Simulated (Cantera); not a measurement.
A closed system holds: 1 mol Al, 6 mol HBr, equilibrated at 1025 °C and 0.133 bar.

Equilibrium computed with Cantera from the NASA thermochemical tables; the gas is ideal and each condensed phase is pure. Candidate condensed phases: Al, AlBr3, Br2; 11 gas species. Equilibrium is a limit: real reactors are often held back by kinetics, nucleation or transport.

Base state: HBr 0.544, H2 0.273, AlBr3 0.182, Br 0.000743, Al2Br6 1.05e-5 (mole fractions); condensed: gas only.

What changes in the equilibrium state with this change: pressure from 0.133 bar to 2.40 Pa?


```csv
species,before,after
HBr,0.544,0.488
H2,0.273,0.287
AlBr3,0.182,0.174
Br,0.000743,0.0484
AlBr,4.17e-7,0.00290
Al2Br6,1.05e-5,1.73e-9
H,1.53e-6,0.000117
```
